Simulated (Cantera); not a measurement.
## Catalytic combustion on Pt

An isothermal plug-flow reactor at 1048 K and 2400 Torr (inlet), inlet velocity 1.7 m/s, active area per volume 8300 1/m; feed CH₄ : O₂ : N₂ = 0.0051 : 0.12 : 0.79 (molar parts).

Computed with Cantera and Deutschmann's 1995 Pt surface mechanism with GRI-Mech 3.0 gas chemistry. Catalytic surfaces can have several steady states; this one follows from the mechanism file's or the stated starting coverage. Mass transfer to the wall is taken as infinitely fast.

```csv
z (m),x CH₄,x O₂,x H₂O,x CO₂,x CO,θ free Pt,θ O*,θ OH*
3.4e-05,0.00552,0.131,9.84e-5,4.68e-5,2.40e-6,0.175,0.825,0.000313
6.6e-05,0.00548,0.131,0.000190,9.23e-5,2.79e-6,0.175,0.825,0.000400
0.00013,0.00539,0.131,0.000372,0.000183,2.84e-6,0.175,0.825,0.000531
0.00025,0.00522,0.130,0.000704,0.000349,2.76e-6,0.175,0.825,0.000711
0.00047,0.00493,0.130,0.00129,0.000640,2.61e-6,0.175,0.824,0.000948
0.00092,0.00438,0.129,0.00238,0.00119,2.32e-6,0.175,0.824,0.00128
0.0018,0.00347,0.127,0.00419,0.00209,1.84e-6,0.175,0.823,0.00169
0.0034,0.00227,0.125,0.00658,0.00329,1.21e-6,0.176,0.822,0.00212
```
x: gas mole fraction; θ: surface coverage.
